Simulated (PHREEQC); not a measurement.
Solution (20 °C): 0.074 mol HF, 0.00011 mol CuSO4 and 0.022 mol KCl per kg of water. Closed to the air; pH follows from the charge balance.

Computed with PHREEQC (ion-association model, phreeqc.dat).

Precipitation was switched off in this run.

Estimate the pH, ionic strength.

pH 2.11; ionic strength 0.0312 mol/kgw.

In which forms is Cu present?

Cu+2 91 %, CuF+ 6.1 %, CuCl+ 2.3 % of the Cu.
